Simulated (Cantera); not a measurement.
A closed system holds: 1 mol CsCl, 0.039 mol HCl, 3.9 mol H2, held at 1000 Pa.

Equilibrium computed with Cantera from the NASA thermochemical tables; the gas is ideal and each condensed phase is pure. Rates play no part. All values below are at 1623 K.

| species | before | after |
|---|---|---|
| H2 | 0.788 | 0.791 |
| CsCl | 0.201 | 0.197 |
| HCl | 0.00925 | 0.00820 |
| Cs2Cl2 | 9.87e-5 | 0.00276 |
| H | 0.000614 | 0.000114 |
| Cs | 0.00136 | 0.000281 |
Gas species are given as mole fractions.

What was changed between the two runs?
(A) HCl from 0.039 to 0.095 mol
(B) pressure from 1000 Pa to 29000 Pa
(C) HCl from 0.039 to 1.6 mol
(D) pressure from 1000 Pa to 0.430 Pa

B, pressure from 1000 Pa to 29000 Pa
